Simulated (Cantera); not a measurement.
# Pyrogenic steam for wet oxidation

An isothermal, constant-pressure homogeneous reactor starts with 7.17 % H2, 8.44 % O2, 84.4 % N2, at 1273 K and 24000 Pa.

Cantera simulation using GRI-Mech 3.0 (53 species, 325 reactions); the numbers are that mechanism's predictions, not measurements. The temperature is held fixed by assumption; the heat of reaction is taken as removed at once.

| t (s) | x H2 | x O2 | x NO | x H2O2 | x O | x H2O | x H |
|---|---|---|---|---|---|---|---|
| 0.000900 | 0.00391 | 0.0508 | 7.05e-6 | 7.21e-7 | 0.00550 | 0.0636 | 0.00981 |
| 0.00259 | 0.000830 | 0.0501 | 8.50e-6 | 5.97e-7 | 0.00100 | 0.0726 | 0.000794 |
| 0.00744 | 8.28e-5 | 0.0502 | 8.54e-6 | 1.95e-7 | 9.61e-5 | 0.0741 | 2.32e-5 |
| 0.0214 | 9.78e-6 | 0.0503 | 8.52e-6 | 4.75e-8 | 1.20e-5 | 0.0743 | 1.02e-6 |
| 0.0615 | 1.81e-6 | 0.0503 | 8.52e-6 | 1.27e-8 | 2.36e-6 | 0.0744 | 8.84e-8 |
| 0.177 | 4.55e-7 | 0.0503 | 8.53e-6 | 3.87e-9 | 6.21e-7 | 0.0744 | 1.18e-8 |
| 0.509 | 1.39e-7 | 0.0503 | 8.54e-6 | 1.31e-9 | 1.94e-7 | 0.0744 | 2.07e-9 |
| 1.46 | 5.50e-8 | 0.0503 | 8.53e-6 | 5.43e-10 | 7.64e-8 | 0.0744 | 5.21e-10 |
| 4.21 | 3.73e-8 | 0.0503 | 8.53e-6 | 3.73e-10 | 5.11e-8 | 0.0744 | 2.91e-10 |
| 12.1 | 3.63e-8 | 0.0503 | 8.53e-6 | 3.63e-10 | 4.96e-8 | 0.0744 | 2.79e-10 |
| 34.8 | 3.63e-8 | 0.0503 | 8.53e-6 | 3.63e-10 | 4.96e-8 | 0.0744 | 2.79e-10 |
| 100 | 3.63e-8 | 0.0503 | 8.53e-6 | 3.63e-10 | 4.96e-8 | 0.0744 | 2.79e-10 |
x: mole fraction; the columns are a selection and need not sum to one.

Equilibrium at this temperature and pressure: H2 3.63e-8, O2 0.0502, NO 0.000171, H2O2 3.63e-10, O 4.95e-8, H2O 0.0744, H 2.79e-10 (gas phase only).
